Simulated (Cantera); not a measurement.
Feed: 1 mol Si2Cl6, a varied amount of NH3, 2.3 mol N2, held at 1948.15 K and 11.3 Torr.

These are equilibrium values from Cantera (NASA tables, ideal gas, pure condensed phases), not measurements of a reactor. Candidate condensed phases: NH4Cl, Si, Si3N4; 28 gas species. The feed counts by its element totals alone. Gases not in the tables: Si2H6 and higher silanes. Kinetics and transport are ignored.

### Question
What share of the Si ends up in condensed phases as a function of n(NH3) (mol), at 1.6, 3.1, 4.5, 6, 7.4, 8.9, 10, 12?

### Answer
```tsv
n(NH3) (mol)	Si condensed (%)	as
1.6	0.0	-
3.1	0.0	-
4.5	0.7	Si(l)
6	7.1	Si(l)
7.4	11.9	Si(l)
8.9	16.3	Si(l)
10	19.1	Si(l)
12	23.4	Si(l)
```
